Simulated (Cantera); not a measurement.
Cantera run:

```python
import numpy as np
import cantera as ct

gas_names = """
    CL CL2 H HCL H2 N NH NH2 NH3 N2 N2H2 N2H4 Si SiCL SiCL2 SiCL3 SiCL4 SiH SiHCL3 SiH2 SiH2CL2 SiH3
    SiH3CL SiH4 SiN Si2 Si2N Si3
""".split()
cond_names = """
    NH4CL(a) NH4CL(b) Si(cr) Si(L) Si3N4(a)
""".split()


# ... load() reads the species with a 1 bar reference pressure and builds the phases ...
atoms = {
    'SiH2Cl2': {'Si': 1, 'H': 2, 'CL': 2},
    'NH3': {'N': 1, 'H': 3},
    'N2': {'N': 2},
}
top_T = {'Si3N4(a)': 2400}  # K; cautious upper limits of use, not melting points


# ... equilibrate(T, P, feed) seeds the gas with the atoms and calls Mixture.equilibrate('TP', solver="vcs", rtol=1e-11, max_steps=5000) ...
results = []
feed = {'SiH2Cl2': 1, 'NH3': 1.3, 'N2': 19}  # mol
P = 10000  # Pa
for T in [773, 873, 973, 1073, 1173, 1273, 1373, 1473, 1573, 1673, 1773, 1873, 1973, 2073]:
    mix = equilibrate(T, P, feed)
    results.append((T, P, feed, dict(zip(mix.species_names, mix.species_moles))))
    x = sorted(zip(gas.X, gas.species_names), reverse=True)
    print(f"T = {T:g} K  P = {P:g} Pa  gas = {mix.phase_moles(0):.4g} mol")
    print("   x: " + "  ".join(f"{s} {v:.3e}" for v, s in x if v > 0.0001))
    print("   condensed (mol): " + ("  ".join(f"{mix.phase(i).name} {mix.phase_moles(i):.4g}"
          for i in range(1, mix.n_phases) if mix.phase_moles(i) > 1e-12) or "none"))
```

Result:

```
T = 773 K  P = 10000 Pa  gas = 22.91 mol
   x: N2 8.300e-01  H2 8.991e-02  HCL 7.762e-02  SiCL4 2.413e-03
   condensed (mol): Si3N4(a) 0.3149
T = 873 K  P = 10000 Pa  gas = 22.92 mol
   x: N2 8.293e-01  H2 8.823e-02  HCL 8.093e-02  SiCL4 1.578e-03
   condensed (mol): Si3N4(a) 0.3212
T = 973 K  P = 10000 Pa  gas = 22.92 mol
   x: N2 8.288e-01  H2 8.725e-02  HCL 8.284e-02  SiCL4 1.094e-03
   condensed (mol): Si3N4(a) 0.3249
T = 1073 K  P = 10000 Pa  gas = 22.93 mol
   x: N2 8.285e-01  H2 8.667e-02  HCL 8.399e-02  SiCL4 8.000e-04
   condensed (mol): Si3N4(a) 0.3271
T = 1173 K  P = 10000 Pa  gas = 22.93 mol
   x: N2 8.284e-01  H2 8.632e-02  HCL 8.467e-02  SiCL4 6.114e-04
   condensed (mol): Si3N4(a) 0.3284
T = 1273 K  P = 10000 Pa  gas = 22.93 mol
   x: N2 8.283e-01  H2 8.615e-02  HCL 8.498e-02  SiCL4 4.814e-04
   condensed (mol): Si3N4(a) 0.3287
T = 1373 K  P = 10000 Pa  gas = 22.93 mol
   x: N2 8.282e-01  H2 8.629e-02  HCL 8.463e-02  SiCL4 3.797e-04  SiCL2 2.656e-04  SiCL3 1.477e-04
   condensed (mol): Si3N4(a) 0.3271
T = 1473 K  P = 10000 Pa  gas = 22.95 mol
   x: N2 8.283e-01  H2 8.720e-02  HCL 8.263e-02  SiCL2 1.183e-03  SiCL3 3.111e-04  SiCL4 2.801e-04
   condensed (mol): Si3N4(a) 0.3195
T = 1573 K  P = 10000 Pa  gas = 22.99 mol
   x: N2 8.286e-01  H2 8.975e-02  HCL 7.702e-02  SiCL2 3.840e-03  SiCL3 4.974e-04  SiCL4 1.694e-04
   condensed (mol): Si3N4(a) 0.2986
T = 1673 K  P = 10000 Pa  gas = 23.07 mol
   x: N2 8.291e-01  H2 9.442e-02  HCL 6.674e-02  SiCL2 8.913e-03  SiCL3 5.646e-04  H 1.107e-04
   condensed (mol): Si3N4(a) 0.2597
T = 1773 K  P = 10000 Pa  gas = 23.18 mol
   x: N2 8.296e-01  H2 1.002e-01  HCL 5.377e-02  SiCL2 1.542e-02  SiCL3 4.715e-04  H 2.848e-04  CL 1.174e-04
   condensed (mol): Si3N4(a) 0.2101
T = 1873 K  P = 10000 Pa  gas = 23.29 mol
   x: N2 8.300e-01  H2 1.057e-01  HCL 4.126e-02  SiCL2 2.166e-02  H 6.636e-04  SiCL3 3.226e-04  CL 1.962e-04
   condensed (mol): Si3N4(a) 0.1614
T = 1973 K  P = 10000 Pa  gas = 23.63 mol
   x: N2 8.315e-01  H2 1.076e-01  HCL 3.307e-02  SiCL2 2.514e-02  H 1.399e-03  SiCL 3.412e-04  CL 3.215e-04  Si 3.155e-04  SiCL3 2.028e-04
   condensed (mol): Si(L) 0.3824
T = 2073 K  P = 10000 Pa  gas = 23.67 mol
   x: N2 8.300e-01  H2 1.061e-01  HCL 3.418e-02  SiCL2 2.426e-02  H 2.709e-03  Si 9.968e-04  SiCL 7.001e-04  CL 6.441e-04  SiCL3 1.444e-04
   condensed (mol): Si(L) 0.3743
```

Method: chemical equilibrium by Gibbs-energy minimisation in Cantera with the NASA 1993 tables (ideal gas, pure condensed phases). The tables' values for SiCl, SiCl3, SiN are old estimates; treat these amounts as uncertain. Gases not in the tables: Si2H6 and higher silanes.
